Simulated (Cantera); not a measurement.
Standard-state values (1 bar) from the NASA 1993 polynomials, evaluated with Cantera. Values are per mole of reaction as written; species without (g) are pure solids or liquids, kept so even where they would boil at 1 bar. TiC: taken at fixed stoichiometry.

**Question.** Between 1050 and 1250 K, where is each reaction favourable under standard conditions?
- 2 TiC + 6 H(g) ⇌ 2 Ti + C2H6(g)

**Answer.** 
- 2 TiC + 6 H(g) ⇌ 2 Ti + C2H6(g): ΔG° is -510 kJ at 1050 K and -402 kJ at 1250 K; it stays negative (K > 1). ΔH° is -1072 kJ and ΔS° -535 J/K at 1250 K.
